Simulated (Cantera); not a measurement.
**Iron carbonyl, mercury and lead vapours: HgO + N2**

Input: 1 mol HgO, 0.81 mol N2, equilibrated at 925 K and 10.0 mbar.

Method: chemical equilibrium by Gibbs-energy minimisation in Cantera with the NASA 1993 tables (ideal gas, pure condensed phases). Candidate condensed phases: Hg, HgO; 10 gas species. Kinetics and transport are ignored.

```
Property                             Result
--------------------------------  ---------
x(Hg)                                 0.433
x(N2)                                 0.351
x(O2)                                 0.216
x(NO)                               8.69e-6
gas amount                        2.310 mol
log10 activity of Hg(l) (absent)      -3.91
```
